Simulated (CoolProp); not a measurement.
Vapour-liquid equilibrium of n-butane (1) + cis-2-butene (2) at 245.7 K; x and y are mole fractions of (1).

Model: multi-fluid Helmholtz-energy mixture model, Bücker 2006 and Lemmon 2005; pair parameters Bell 2016, in CoolProp.

| x | bubble pressure (MPa) | y at the bubble point | dew pressure at overall composition x (MPa) | liquid density (mol/L) |
|---|---|---|---|---|
| 0.05 | 0.02634 | 0.068 | 0.02620 | 11.95 |
| 0.15 | 0.02726 | 0.191 | 0.02696 | 11.82 |
| 0.25 | 0.02806 | 0.302 | 0.02769 | 11.69 |
| 0.35 | 0.02876 | 0.404 | 0.02840 | 11.57 |
| 0.45 | 0.02938 | 0.502 | 0.02906 | 11.45 |
| 0.55 | 0.02994 | 0.595 | 0.02968 | 11.33 |
| 0.65 | 0.03045 | 0.687 | 0.03025 | 11.21 |
| 0.75 | 0.03091 | 0.777 | 0.03078 | 11.10 |
| 0.85 | 0.03134 | 0.867 | 0.03126 | 10.99 |
| 0.95 | 0.03175 | 0.956 | 0.03173 | 10.88 |

No azeotrope shows between x = 0.05 and 0.95.

Pair parameters are fitted to limited data, so mixtures are less certain than the pure fluids.
